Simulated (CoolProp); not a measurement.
R1233zd(E) along the isobar 5.56 bar: Z from the reference equation and from simpler models built on Tc = 438.9 K, pc = 35.83 bar, ω = 0.304; each cubic takes its own stable root.

Model: reference Helmholtz-energy equation of state, Akasaka 2022, in CoolProp.

```
T (K)   phase  reference
-----  ------  ---------
318.7  liquid    0.02258
333.3  liquid    0.02231
347.9     gas     0.8630
362.5     gas     0.8835
377.1     gas     0.8998
391.7     gas     0.9131
406.2     gas     0.9240
420.8     gas     0.9333
435.4     gas     0.9411
450       gas     0.9478
```

Problem. How far does each simpler model (Soave-Redlich-Kwong, Peng-Robinson) lie from the reference over these 10 states: mean and median of the absolute difference, and the worst?

Solution. 
- Soave-Redlich-Kwong: mean 2.9 %, median 0.6 %, worst +12.3 % at 333.3 K and 5.56 bar
- Peng-Robinson: mean 0.5 %, median 0.4 %, worst -1.4 % at 318.7 K and 5.56 bar
